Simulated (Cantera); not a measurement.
Cantera run:

```python
import numpy as np
import cantera as ct

gas_names = """
    Electron N N+ N- N2 N2+ N2- Zr ZrN
""".split()
cond_names = """
    Zr(a) Zr(b) Zr(L) ZrN(s) ZrN(L)
""".split()


# ... load() reads the species with a 1 bar reference pressure and builds the phases ...
atoms = {
    'ZrN': {'Zr': 1, 'N': 1},
    'N2': {'N': 2},
}
top_T = {}  # K; cautious upper limits of use, not melting points


# ... equilibrate(T, P, feed) seeds the gas with the atoms and calls Mixture.equilibrate('TP', solver="vcs", rtol=1e-11, max_steps=5000) ...
results = []
feed = {'ZrN': 1, 'N2': 2.5}  # mol
P = 101325  # Pa
for T in [2000, 2500, 3000, 3500, 4000, 4500, 5000]:
    mix = equilibrate(T, P, feed)
    results.append((T, P, feed, dict(zip(mix.species_names, mix.species_moles))))

top = {s: max(r[3][s] / sum(r[3][g] for g in gas_names) for r in results) for s in gas_names}
cols = sorted((s for s in top if top[s] > 0.0001), key=lambda s: -top[s])[:6]
seen = [c for c in cond_names if any(r[3].get(c, 0) > 1e-12 for r in results)]
print("log10 of partial pressures in bar; condensed amounts in mol")
print(f"{'T/K':>10s}" + "".join(f"{s[:9]:>10s}" for s in cols + seen))
for T, P, feed, n in results:
    ng = sum(n[g] for g in gas_names)
    print(f"{T:10.4g}" + "".join(f"{np.log10(max(n[s] / ng * P / 1e5, 1e-99)):10.3f}" for s in cols)
          + "".join(f"{n.get(c, 0):10.4g}" for c in seen))
```

Output:

```
log10 of partial pressures in bar; condensed amounts in mol
       T/K        N2        Zr         N    ZrN(s)    ZrN(L)
      2000     0.006   -13.367    -9.042         1         0
      2500     0.006    -8.376    -6.531         1         0
      3000     0.006    -5.074    -4.853         1         0
      3500     0.005    -2.819    -3.652         0    0.9963
      4000    -0.024    -1.182    -2.763         0      0.82
      4500    -0.123    -0.598    -2.107         0         0
      5000    -0.134    -0.603    -1.546         0         0
```

Cantera equilibrium calculation (NASA polynomials, part measured and part estimated; ideal gas, pure solids and liquids). ZrN: taken at fixed stoichiometry.
